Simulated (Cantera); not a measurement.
A closed system holds: 1 mol Si3N4, 0.25 mol O2, 1.9 mol H2, held at 500 Pa.

These are equilibrium values from Cantera (NASA tables, ideal gas, pure condensed phases), not measurements of a reactor. Candidate condensed phases: H2O, Si, SiO2, Si2N2O, Si3N4; 35 gas species. Mutual solubility and eutectic melting of coexisting phases are not modelled. Kinetics and transport are ignored.

Q: Which condensed phases are stable at each of these points (T (K)): 1023, 1123, 1223, 1323, 1423, 1523, 1623, 1723?

A: 
```tsv
T (K)	condensed phases	Si condensed (%)
1023	Si2N2O(s) + Si3N4(s)	100.0
1123	Si2N2O(s) + Si3N4(s)	100.0
1223	Si2N2O(s) + Si3N4(s)	100.0
1323	Si2N2O(s) + Si3N4(s)	100.0
1423	Si2N2O(s) + Si3N4(s)	100.0
1523	Si2N2O(s) + Si3N4(s)	100.0
1623	Si(s) + Si2N2O(s) + Si3N4(s)	99.8
1723	Si(l) + Si2N2O(s)	97.6
```

From 1023 K to 1523 K the condensed part is Si2N2O(s) + Si3N4(s). At 1623 K the condensed part is Si(s) + Si2N2O(s) + Si3N4(s). At 1723 K the condensed part is Si(l) + Si2N2O(s).
